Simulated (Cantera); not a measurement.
Feed: 1 mol SiH4, 0.05 mol C2H2, 1700 mol H2, at 2.50 mbar.

Equilibrium computed with Cantera from the NASA thermochemical tables; the gas is ideal and each condensed phase is pure. Candidate condensed phases: C, C6H6, C7H8, C8H18, Si, SiC; 87 gas species. Mutual solubility and eutectic melting of coexisting phases are not modelled. Gases not in the tables: Si2H6 and higher silanes. Equilibrium is a limit: real reactors are often held back by kinetics, nucleation or transport.

x: gas mole fraction; n: condensed amount in mol.

```
T (K)   x H2       x H      x Si    x SiH  x C2H2 (acetylene)   x SiH2   x Si2C  n Si(s)  n SiC(s)  n Si(l)
-----  -----  --------  --------  -------  ------------------  -------  -------  -------  --------  -------
1523   1.000  0.000462   7.21e-6  1.05e-6            7.49e-10  2.00e-6  1.31e-8    0.883    0.0999        0
1623   0.999   0.00138   6.26e-5  6.27e-6             4.49e-9  6.46e-6  2.32e-7    0.771    0.0995        0
1723   0.996         ?         ?        ?                   ?        ?        ?        0    0.0952        ?
1823   0.991         ?         ?        ?                   ?        ?        ?        0         ?        0
1923   0.981    0.0187  0.000543  2.20e-5             2.55e-5  5.28e-6  4.99e-6        0         0        0
2023   0.962    0.0373  0.000552  1.74e-5             2.72e-5  2.82e-6  1.21e-6        0         0        0
2123   0.930    0.0692  0.000550  1.37e-5             2.73e-5  1.54e-6  3.14e-7        0         0        0
```

Q: Fill in the missing entries.

A: 
- 1723, x H: 0.00364
- 1723, x Si: 0.000393
- 1723, x SiH: 2.82e-5
- 1723, x C2H2 (acetylene): 2.50e-8
- 1723, x SiH2: 1.69e-5
- 1723, x Si2C: 2.72e-6
- 1723, n Si(l): 0.139
- 1823, x H: 0.00863
- 1823, x Si: 0.000487
- 1823, x SiH: 2.59e-5
- 1823, x C2H2 (acetylene): 1.97e-6
- 1823, x SiH2: 9.59e-6
- 1823, x Si2C: 5.84e-6
- 1823, n SiC(s): 0.0827
